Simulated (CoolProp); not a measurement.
Values from CoolProp's reference Helmholtz-energy equation of state, Akasaka 2022.

Problem. For R1233zd(E), give the phase and the Z, cp (kJ/(kg K)), Joule-Thomson coefficient (K/MPa), fugacity coefficient at -73.95 °C and 8.01 MPa; -80.05 °C and 0.0144 MPa; 146.65 °C and 8.91 MPa.

Solution. 
- -73.95 °C and 8.01 MPa: liquid; Z 0.424, cp 1.01, Joule-Thomson coefficient -0.491, fugacity coefficient 8.04e-5
- -80.05 °C and 0.0144 MPa: liquid; Z 0.000785, cp 1.00, Joule-Thomson coefficient -0.493, fugacity coefficient 0.0162
- 146.65 °C and 8.91 MPa: liquid; Z 0.345, cp 1.43, Joule-Thomson coefficient 0.369, fugacity coefficient 0.266
